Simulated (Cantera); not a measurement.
Cantera run:

```python
import numpy as np
import cantera as ct

gas_names = """
    F F2 H HF H2 H2F2 H3F3 H4F4 H5F5 H6F6 H7F7 Mg MgF MgF2 MgH Mg2 Mg2F4
""".split()
cond_names = """
    Mg(cr) Mg(L) MgF2(s) MgF2(L)
""".split()


# ... load() reads the species with a 1 bar reference pressure and builds the phases ...
atoms = {
    'MgF2': {'Mg': 1, 'F': 2},
    'H2': {'H': 2},
}
top_T = {}  # K; cautious upper limits of use, not melting points


# ... equilibrate(T, P, feed) seeds the gas with the atoms and calls Mixture.equilibrate('TP', solver="vcs", rtol=1e-11, max_steps=5000) ...
results = []
feed = {'MgF2': 1, 'H2': 15}  # mol
P = 160  # Pa
for T in [848, 948, 1048, 1148, 1248, 1348, 1448, 1548, 1648, 1748, 1848, 1948, 2048, 2148]:
    mix = equilibrate(T, P, feed)
    results.append((T, P, feed, dict(zip(mix.species_names, mix.species_moles))))

top = {s: max(r[3][s] / sum(r[3][g] for g in gas_names) for r in results) for s in gas_names}
cols = sorted((s for s in top if top[s] > 1e-06), key=lambda s: -top[s])[:9]
seen = [c for c in cond_names if any(r[3].get(c, 0) > 1e-12 for r in results)]
print("log10 of partial pressures in bar; condensed amounts in mol")
print(f"{'T/K':>10s}" + "".join(f"{s[:9]:>10s}" for s in cols + seen))
for T, P, feed, n in results:
    ng = sum(n[g] for g in gas_names)
    print(f"{T:10.4g}" + "".join(f"{np.log10(max(n[s] / ng * P / 1e5, 1e-99)):10.3f}" for s in cols)
          + "".join(f"{n.get(c, 0):10.4g}" for c in seen))
```

Output:

```
log10 of partial pressures in bar; condensed amounts in mol
       T/K        H2        HF         H        Mg      MgF2       MgF       MgH         F     Mg2F4   MgF2(s)
       848    -2.796   -10.511   -12.118   -10.812   -14.441   -14.964   -14.736   -28.003   -21.464         1
       948    -2.796    -8.969   -10.678    -9.270   -11.935   -12.603   -13.062   -24.145   -18.115         1
      1048    -2.796    -7.726    -9.510    -8.027    -9.921   -10.702   -11.714   -21.026   -15.421    0.9999
      1148    -2.796    -6.704    -8.543    -7.006    -8.268    -9.140   -10.605   -18.451   -13.209     0.999
      1248    -2.797    -5.848    -7.729    -6.154    -6.888    -7.837    -9.680   -16.290   -11.365    0.9921
      1348    -2.800    -5.123    -7.035    -5.434    -5.721    -6.734    -8.899   -14.449    -9.804    0.9456
      1448    -2.815    -4.502    -6.443    -4.826    -4.722    -5.794    -8.244   -12.860    -8.468     0.656
      1548    -2.847    -4.103    -5.935    -4.437    -4.258    -5.248    -7.824   -11.607    -8.111         0
      1648    -2.858    -3.948    -5.479    -4.277    -4.438    -5.154    -7.628   -10.709    -8.970         0
      1748    -2.869    -3.845    -5.075    -4.169    -4.696    -5.137    -7.488    -9.946    -9.927         0
      1848    -2.878    -3.787    -4.715    -4.106    -5.028    -5.189    -7.397    -9.299   -10.980         0
      1948    -2.889    -3.761    -4.391    -4.075    -5.402    -5.288    -7.342    -8.743   -12.074         0
      2048    -2.902    -3.753    -4.101    -4.064    -5.782    -5.406    -7.311    -8.255   -13.144         0
      2148    -2.924    -3.755    -3.842    -4.064    -6.147    -5.529    -7.298    -7.816   -14.155         0
```

These are equilibrium values from Cantera (NASA tables, ideal gas, pure condensed phases), not measurements of a reactor. The tables' values for MgH are old estimates; treat these amounts as uncertain.
